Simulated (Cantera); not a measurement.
**Reactions in the system H-N**

Standard-state values (1 bar) from the NASA 1993 polynomials, evaluated with Cantera. Values are per mole of reaction as written; species without (g) are pure solids or liquids, kept so even where they would boil at 1 bar.

NH₃(g) → N(g) + 3 H(g)

```json
[
 {"T (K)": "950", "ΔH° (kJ)": "1197.0", "ΔS° (J/K)": "350.3", "ΔG° (kJ)": "864.2", "log10 K": "-47.52"},
 {"T (K)": "1000", "ΔH° (kJ)": "1198.4", "ΔS° (J/K)": "351.7", "ΔG° (kJ)": "846.7", "log10 K": "-44.23"},
 {"T (K)": "1050", "ΔH° (kJ)": "1199.7", "ΔS° (J/K)": "353.0", "ΔG° (kJ)": "829.1", "log10 K": "-41.24"},
 {"T (K)": "1100", "ΔH° (kJ)": "1201.0", "ΔS° (J/K)": "354.2", "ΔG° (kJ)": "811.4", "log10 K": "-38.53"},
 {"T (K)": "1150", "ΔH° (kJ)": "1202.2", "ΔS° (J/K)": "355.2", "ΔG° (kJ)": "793.7", "log10 K": "-36.05"},
 {"T (K)": "1200", "ΔH° (kJ)": "1203.3", "ΔS° (J/K)": "356.2", "ΔG° (kJ)": "775.9", "log10 K": "-33.77"},
 {"T (K)": "1250", "ΔH° (kJ)": "1204.5", "ΔS° (J/K)": "357.1", "ΔG° (kJ)": "758.0", "log10 K": "-31.68"},
 {"T (K)": "1300", "ΔH° (kJ)": "1205.5", "ΔS° (J/K)": "357.9", "ΔG° (kJ)": "740.2", "log10 K": "-29.74"},
 {"T (K)": "1350", "ΔH° (kJ)": "1206.5", "ΔS° (J/K)": "358.7", "ΔG° (kJ)": "722.3", "log10 K": "-27.95"},
 {"T (K)": "1400", "ΔH° (kJ)": "1207.5", "ΔS° (J/K)": "359.4", "ΔG° (kJ)": "704.3", "log10 K": "-26.28"}
]
```
